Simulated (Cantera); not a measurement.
Charge: 1 mol Si₂Cl₆, 1.3 mol N₂, 4.8 mol H₂, at 1427 °C and 9.75 Torr.

These are equilibrium values from Cantera (NASA tables, ideal gas, pure condensed phases), not measurements of a reactor. Candidate condensed phases: NH₄Cl, Si, Si₃N₄; 28 gas species. The feed counts by its element totals alone. The tables' values for SiCl₃, SiCl are old estimates; treat these amounts as uncertain. The numbers say what is thermodynamically allowed, not how fast it happens.

Base state: H₂ 0.422, SiCl₂ 0.213, HCl 0.213, N₂ 0.143, SiCl₃ 0.00642, H 0.000840, SiCl₄ 0.000380, Cl 0.000329 (mole fractions); condensed: gas only.

Task: What changes in the equilibrium state with this change: pressure from 9.75 Torr to 1.00 Torr?

Result: 
```csv
species,before,after
H₂,0.422,0.417
HCl,0.213,0.217
SiCl₂,0.213,0.216
SiCl₃,0.00642,0.00214
N₂,0.143,0.143
SiHCl₃,0.000146,1.55e-5
Si,2.89e-5,0.000271
SiCl₄,0.000380,4.17e-5
Cl,0.000329,0.00106
H,0.000840,0.00261
```
